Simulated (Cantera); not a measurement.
A Cantera script and what it prints.

```python
import numpy as np
import cantera as ct

gas_names = """
    AL2O H2 OH
""".split()
cond_names = """
    AL(cr) AL(L)
""".split()


def load(file, names, dense=False):
    # The tables refer to 1 bar. Condensed volumes are neglected.
    table = {s.name: s for s in ct.Species.list_from_file(file)}
    out = []
    for n in names:
        d = dict(table[n].input_data)
        d["thermo"] = dict(d["thermo"], **{"reference-pressure": 1e5})
        if dense:
            d["equation-of-state"] = {"model": "constant-volume", "density": "1e6 g/cm^3"}
        out.append(ct.Species.from_dict(d))
    return out


species = {s.name: s for s in load("nasa_gas.yaml", gas_names) + load("nasa_condensed.yaml", cond_names)}
# Each term lists the table entries of one substance; the one whose range holds T is used.
reactions = {
    '2 Al2O(g) + H2(g) = 4 Al + 2 OH(g)':
        [(-2, ['AL2O']), (-1, ['H2']), (4, ['AL(cr)', 'AL(L)']), (2, ['OH'])],
}


def pick(names, T):
    return next(species[n] for n in names if species[n].thermo.min_temp <= T <= species[n].thermo.max_temp)


results = []
for label, terms in reactions.items():
    print(label)
    print("     T/K   dH/kJ  dS/(J/K)   dG/kJ   log10 K")
    for T in [300, 823, 1023, 1223, 1423, 1623, 1823, 2023, 2223, 2423, 2623, 2823]:
        used = [(nu, pick(names, T)) for nu, names in terms]
        dH = sum(nu * s.thermo.h(T) for nu, s in used) / 1e6
        dS = sum(nu * s.thermo.s(T) for nu, s in used) / 1e3
        dG = dH - T * dS / 1e3
        logK = -dG * 1e6 / (ct.gas_constant * T * np.log(10))
        results.append((label, T, dH, dS, dG, logK, [s.name for _, s in used]))
        print(f"{T:8g} {dH:8.1f} {dS:8.1f} {dG:8.1f} {logK:8.2f}")
```

Result:

```
2 Al2O(g) + H2(g) = 4 Al + 2 OH(g)
     T/K   dH/kJ  dS/(J/K)   dG/kJ   log10 K
     300    369.1   -154.5    415.5   -72.34
     823    382.8   -128.9    488.9   -31.03
    1023    433.4    -74.5    509.7   -26.02
    1223    440.8    -67.9    523.9   -22.38
    1423    448.3    -62.3    536.9   -19.71
    1623    455.8    -57.4    548.9   -17.67
    1823    463.4    -53.0    559.9   -16.04
    2023    471.0    -49.0    570.1   -14.72
    2223    478.7    -45.4    579.5   -13.62
    2423    486.5    -42.0    588.3   -12.68
    2623    494.3    -38.9    596.4   -11.88
    2823    502.2    -36.0    603.8   -11.17
```

Cantera with NASA thermochemical tables; ideal gases at 1 bar, condensed phases pure. Condensed species are held in their standard states even where they would react or evaporate.
